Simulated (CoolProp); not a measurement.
Vapour-liquid equilibrium of propane (1) + n-perfluorobutane (2) at 271.9 K; x and y are mole fractions of (1).

The numbers come from the multi-fluid Helmholtz-energy mixture model, Lemmon 2009 and Gao 2022; pair parameters Bell 2016 in CoolProp.

Question: Give the bubble pressure and the first vapour's composition at x = 0.05, 0.2, 0.8. Is there an azeotrope?

Answer: x = 0.05: 0.1678 MPa, y = 0.390; x = 0.2: 0.3039 MPa, y = 0.689; x = 0.8: 0.4468 MPa, y = 0.869. No azeotrope shows between x = 0.05 and 0.95.

The pair parameters rest on a limited set of measurements; away from them the model extrapolates. With so large a gap from Raoult's law the liquid may split in two, which this calculation doesn't test in full.
